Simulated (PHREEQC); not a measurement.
A PHREEQC speciation (ion-association model, phreeqc.dat) at 25 °C gives pH 2.32 and these molalities:

```
species      mol/kgw
----------  --------
SO4-2        0.00715
H+           0.00551
Zn+2         0.00547
ZnSO4        0.00258
HSO4-        0.00209
Zn(SO4)2-2  0.000153
Mg+2        0.000121
MgSO4        5.87e-5
```

**Question.** What are the element totals, and what could have been dissolved in 1 kg of water to give them?

**Answer.** One answer among several that fit: totals Mg 0.000180, S(6) 0.0122, Zn 0.00820 mol/kgw, from 0.0038 mol/kgw H2SO4, 0.0082 mol/kgw ZnSO4 and 0.00018 mol/kgw MgSO4.

No solid was allowed to form.
